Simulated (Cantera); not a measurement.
Input: 1 mol SiHCl3, 240 mol H2, equilibrated at 75.0 Torr.

Cantera equilibrium calculation (NASA polynomials, part measured and part estimated; ideal gas, pure solids and liquids). Candidate condensed phases: Si; 19 gas species. The tables' values for SiCl are old estimates; treat these amounts as uncertain. Gases not in the tables: Si2H6 and higher silanes. Kinetics and transport are ignored.

x: gas mole fraction; n: condensed amount in mol.

```tsv
T (°C)	x H2	x H	x HCl	x Si	n Si(l)
1675	0.984	0.00354	0.0116	0.000232	0.817
1725	0.982	0.00503	0.0116	0.000425	(withheld)
1775	0.980	0.00701	0.0116	0.000756	(withheld)
1825	0.977	0.00962	0.0116	0.00131	(withheld)
1875	0.972	0.0130	0.0115	0.00220	(withheld)
1925	0.967	0.0173	0.0115	0.00298	0
1975	0.961	0.0228	0.0116	0.00315	0
```

### Question
Complete the blanks.

### Answer

- 1725, n Si(l): 0.755
- 1775, n Si(l): 0.651
- 1825, n Si(l): 0.480
- 1875, n Si(l): 0.207
